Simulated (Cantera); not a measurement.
A jet of 8.73 % CH₄, 9.15 % O₂, 82.1 % N₂, equivalence ratio 1.9 at 300 K and 0.140 bar hits a platinum plate 4.6 cm away at a mass flux of 0.061 kg/m²/s; the plate temperature is set and raised in steps from an oxygen-covered start.

Detailed kinetics in Cantera: Deutschmann's 1995 Pt surface mechanism with GRI-Mech 3.0 gas chemistry. Catalytic surfaces can have several steady states; this one follows from the mechanism file's or the stated starting coverage.

x: mole fraction at the wall; θ: surface coverage.

```csv
plate T (K),wall x CH₄,wall x O₂,wall x H₂O,wall x OH,wall x CO,wall x CO₂,θ free Pt,θ H*,θ CO*,θ C*
900,0.0341,0.0103,0.0912,<1e-8,0.0553,(withheld),0.276,0.00134,0.200,0.522
950,0.0278,0.00832,0.0885,<1e-8,0.0617,(withheld),0.321,0.00205,0.121,0.555
1000,0.0168,0.00495,0.0835,<1e-8,0.0728,(withheld),0.437,0.00285,0.116,0.444
1050,0.00705,0.00220,0.0784,<1e-8,0.0821,(withheld),0.683,0.00356,0.153,0.160
1100,0.00473,0.00156,0.0759,<1e-8,0.0830,(withheld),0.834,0.00342,0.117,0.0461
1150,0.00403,0.00139,0.0731,<1e-8,0.0812,(withheld),0.908,0.00309,0.0730,0.0159
```

Q: Some entries are withheld; supply them.

A: 
- 900, wall x CO₂: 8.63e-5
- 950, wall x CO₂: 7.37e-5
- 1000, wall x CO₂: 0.000136
- 1050, wall x CO₂: 0.000716
- 1100, wall x CO₂: 0.00244
- 1150, wall x CO₂: 0.00544
